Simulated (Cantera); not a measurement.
Input: 1 mol HMDSO, 4 mol H₂O, 13 mol H₂, at 675 °C and 1.00 bar.

Method: chemical equilibrium by Gibbs-energy minimisation in Cantera with the NASA 1993 tables (ideal gas, pure condensed phases). Candidate condensed phases: C, C₆H₆, C₇H₈, C₈H₁₈, H₂O, Si, SiC, SiO₂; 123 gas species. The feed counts by its element totals alone. Equilibrium is a limit: real reactors are often held back by kinetics, nucleation or transport.

Base state: H₂ 0.838, CH₄ 0.121, CO 0.0223, H₂O 0.0181, CO₂ 0.000874 (mole fractions); condensed: C(graphite) + SiO₂(β-quartz).

Problem. What changes in the equilibrium state with this change: H₂O from 4 to 0.22 mol?

Solution. 
| species | before | after |
|---|---|---|
| H₂ | 0.838 | 0.870 |
| CH₄ | 0.121 | 0.130 |
| CO | 0.0223 | 1.68e-8 |
| H₂O | 0.0181 | 1.41e-8 |
| CO₂ | 0.000874 | <1e-9 |
| C(graphite), mol | 2.59 | 2.05 |
| SiO₂(β-quartz), mol | 2.00 | 0.610 |
| SiC(s), mol | 0 | 1.39 |
